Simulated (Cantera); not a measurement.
## Boron, boron nitride and boron oxide: BF3 + O2

Input: 1 mol BF3, 2.4 mol O2, held at 0.203 Torr.

These are equilibrium values from Cantera (NASA tables, ideal gas, pure condensed phases), not measurements of a reactor. Candidate condensed phases: B, B2O3; 21 gas species. The tables' values for BF2 are old estimates; treat these amounts as uncertain. Kinetics and transport are ignored.

From 1123 K to 2223 K nothing is condensed. The main B-bearing gas is BF3 at 1123 K and BOF at 2223 K.

```csv
T (K),x O2,x BF3,x F,x BOF,x O,x BF2,x BOF2
1123,0.706,0.294,2.16e-6,1.01e-6,2.25e-7,<1e-12,1.31e-7
1223,0.706,0.294,1.66e-5,8.03e-6,2.07e-6,1.87e-11,4.91e-7
1323,0.706,0.294,9.38e-5,4.61e-5,1.36e-5,3.52e-10,1.50e-6
1423,0.705,0.294,0.000417,0.000207,6.88e-5,4.37e-9,3.94e-6
1523,0.704,0.293,0.00153,0.000759,0.000282,3.88e-8,9.07e-6
1623,0.701,0.291,0.00476,0.00237,0.000969,2.62e-7,1.88e-5
1723,0.693,0.284,0.0129,0.00644,0.00288,1.40e-6,3.53e-5
1823,0.675,0.271,0.0310,0.0155,0.00754,6.13e-6,6.04e-5
1923,0.639,0.244,0.0664,0.0332,0.0176,2.21e-5,9.29e-5
2023,0.576,0.198,0.126,0.0628,0.0368,6.59e-5,0.000125
2123,0.485,0.134,0.207,0.104,0.0691,0.000157,0.000139
2223,0.380,0.0682,0.289,0.144,0.117,0.000281,0.000120
```
x: gas mole fraction; nothing condenses.
